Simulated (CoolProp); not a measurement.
A simple Rankine cycle with isobutane: condensing at 296.15 K, boiler at 0.982 MPa, turbine inlet 488.5 K, turbine efficiency 0.7, pump efficiency 0.6, no recuperator. Each further row changes one setting.

Computed with CoolProp (reference Helmholtz-energy equation of state, Bücker 2006).

| case | thermal efficiency (%) | net work (kJ/kg) | heat in (kJ/kg) | turbine exit temperature (K) | volume ratio over the turbine |
|---|---|---|---|---|---|
| as stated | (withheld) | 47.7 | 734 | 465.2 | 2.92 |
| turbine inlet 508.5 K | 6.4 | 50.1 | 786 | 485.3 | 2.91 |
| condensing temperature 288.15 K | (withheld) | 58.4 | 753 | 460.3 | 3.70 |
| boiler pressure 0.687 MPa | 4.5 | (withheld) | 738 | 473.1 | 2.05 |
| turbine efficiency 0.6 | 5.5 | 40.6 | 734 | 468.1 | (withheld) |

### Question
What belongs in the gaps?

### Answer

- as stated, thermal efficiency (%): 6.5
- condensing temperature 288.15 K, thermal efficiency (%): 7.8
- boiler pressure 0.687 MPa, net work (kJ/kg): 33.0
- turbine efficiency 0.6, volume ratio over the turbine: 2.94
